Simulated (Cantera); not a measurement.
Charge: 1 mol Fe, 7.7 mol CO₂, a varied amount of H₂, equilibrated at 2.90 mbar.

Cantera equilibrium calculation (NASA polynomials, part measured and part estimated; ideal gas, pure solids and liquids). Candidate condensed phases: C, C₆H₆, C₇H₈, C₈H₁₈, Fe, Fe(CO)₅, FeO, Fe(OH)₂, Fe(OH)₃, Fe₂O₃, Fe₃O₄, H₂O; 114 gas species. Mutual solubility and eutectic melting of coexisting phases are not modelled. The tables' stoichiometric FeO is somewhat more stable than real wüstite, so its field is too wide. FeO: taken at fixed stoichiometry. The numbers say what is thermodynamically allowed, not how fast it happens.

Stable condensed phases, one row left out:

```
T in K \ n(H₂) in mol
           4 5.3 6.9 9.1  12  16  21  27  36  47
   1775    A   A   A   A   A   A   B   C   C   C
   1700    A   A   A   A   A   A   B   C   C   C
   1625    A   A   A   A   A   A   B   C   C   C
   1550    A   A   A   A   A   A   B   C   C   C
   1475    A   A   A   A   A   A   B   C   C   C
   1400    A   A   A   A   A   A   B   C   C   C
   1325    A   A   A   A   A   A   A   C   C   C
   1175    A   A   A   A   A   A   A   B   C   C
```

A: FeO; B: Fe + FeO; C: Fe.

Question: Give the row for 1250 K.

Answer: 4: FeO; 5.3: FeO; 6.9: FeO; 9.1: FeO; 12: FeO; 16: FeO; 21: FeO; 27: Fe + FeO; 36: Fe; 47: Fe.
